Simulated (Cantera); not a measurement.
Input: 1 mol Al, 1 mol Cl₂, equilibrated at 723.15 K and 66.0 Pa.

Method: chemical equilibrium by Gibbs-energy minimisation in Cantera with the NASA 1993 tables (ideal gas, pure condensed phases). Candidate condensed phases: Al, AlCl₃; 8 gas species. The tables' values for AlCl₂ are old estimates; treat these amounts as uncertain. Rates play no part.

Base state: AlCl₃ 0.984, Al₂Cl₆ 0.0143, AlCl 0.00126, AlCl₂ 0.000557 (mole fractions); condensed: Al(s).

What changes in the equilibrium state with this change: Cl₂ from 1 to 5.1 mol?


```
species       before     after
----------  --------  --------
Cl₂            <1e-9     0.783
AlCl₃          0.984     0.216
Al₂Cl₆        0.0143  0.000690
AlCl         0.00126     <1e-9
AlCl₂       0.000557     <1e-9
Cl             <1e-9   4.48e-5
Al(s), mol     0.333         0
```

What changes in the equilibrium state with this change: Cl₂ from 1 to 3.3 mol?


```
species       before    after
----------  --------  -------
Cl₂            <1e-9    0.644
AlCl₃          0.984    0.354
Al₂Cl₆        0.0143  0.00185
AlCl         0.00126    <1e-9
AlCl₂       0.000557    <1e-9
Al(s), mol     0.333        0
```
